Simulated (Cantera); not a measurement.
A Cantera script and its output.

```python
import numpy as np
import cantera as ct

gas = ct.Solution("h2o2.yaml")
gas.TPX = 1523, 1000000, {'H2': 1, 'O2': 0.758, 'N2': 2.85}
reactor = ct.IdealGasConstPressureReactor(gas, energy="on", clone=False)
net = ct.ReactorNet([reactor])
net.rtol, net.atol = 1e-08, 1e-16
show = ['H2', 'O2', 'H2O2', 'H2O', 'O']
times = np.geomspace(4e-06, 0.2, 16)

steps = ct.SolutionArray(gas, extra=["t"])
rows = []
print(f"{'t/s':>10s}{'T/K':>9s}{'P/Pa':>11s}" + "".join(f"{s:>11s}" for s in show))
for t in times:
    while net.time < t:
        t_next = net.step()
        steps.append(gas.state, t=t_next)
    rows.append([np.interp(t, steps.t, y) for y in (steps.T, steps.P, *steps(*show).X.T)])
    print(f"{t:10.3e}{rows[-1][0]:9.1f}{rows[-1][1]:11.4g}" + "".join(f"{x:11.3e}" for x in rows[-1][2:]))
rate = np.gradient(steps.T, steps.t)
print("integrator steps:", len(steps.t))
if steps.T.max() > steps.T[0] + 200:
    print(f"time of steepest temperature rise: {steps.t[rate.argmax()]:.4e} s")
gas.TPX = 1523, 1000000, {'H2': 1, 'O2': 0.758, 'N2': 2.85}
gas.equilibrate("HP")
print(f"equilibrium (HP): T = {gas.T:.1f} K  " + "  ".join(f"{s} {gas[s].X[0]:.3e}" for s in show))
```

It prints:

```
       t/s      T/K       P/Pa         H2         O2       H2O2        H2O          O
 4.000e-06   2772.9      1e+06  1.091e-02  5.821e-02  1.831e-06  2.126e-01  7.205e-03
 8.229e-06   2839.6      1e+06  7.531e-03  5.821e-02  2.242e-06  2.199e-01  4.972e-03
 1.693e-05   2841.8      1e+06  7.415e-03  5.822e-02  2.263e-06  2.201e-01  4.900e-03
 3.482e-05   2841.8      1e+06  7.415e-03  5.822e-02  2.263e-06  2.201e-01  4.900e-03
 7.163e-05   2841.8      1e+06  7.415e-03  5.822e-02  2.263e-06  2.201e-01  4.900e-03
 1.474e-04   2841.8      1e+06  7.415e-03  5.822e-02  2.263e-06  2.201e-01  4.900e-03
 3.031e-04   2841.8      1e+06  7.415e-03  5.822e-02  2.263e-06  2.201e-01  4.900e-03
 6.236e-04   2841.8      1e+06  7.415e-03  5.822e-02  2.263e-06  2.201e-01  4.900e-03
 1.283e-03   2841.8      1e+06  7.415e-03  5.822e-02  2.263e-06  2.201e-01  4.900e-03
 2.639e-03   2841.8      1e+06  7.415e-03  5.822e-02  2.263e-06  2.201e-01  4.900e-03
 5.429e-03   2841.8      1e+06  7.415e-03  5.822e-02  2.263e-06  2.201e-01  4.900e-03
 1.117e-02   2841.8      1e+06  7.415e-03  5.822e-02  2.263e-06  2.201e-01  4.900e-03
 2.297e-02   2841.8      1e+06  7.415e-03  5.822e-02  2.263e-06  2.201e-01  4.900e-03
 4.726e-02   2841.8      1e+06  7.415e-03  5.822e-02  2.263e-06  2.201e-01  4.900e-03
 9.722e-02   2841.8      1e+06  7.415e-03  5.822e-02  2.263e-06  2.201e-01  4.900e-03
 2.000e-01   2841.8      1e+06  7.415e-03  5.822e-02  2.263e-06  2.201e-01  4.900e-03
integrator steps: 1045
time of steepest temperature rise: 1.3873e-06 s
equilibrium (HP): T = 2841.8 K  H2 7.415e-03  O2 5.822e-02  H2O2 2.263e-06  H2O 2.201e-01  O 4.900e-03
```

Detailed kinetics in Cantera: the H2/O2 subset of GRI-Mech 3.0, which has no nitrogen chemistry. The hydrogen kinetics of GRI-Mech 3.0 are dated; newer H2 mechanisms differ, most at raised pressure.
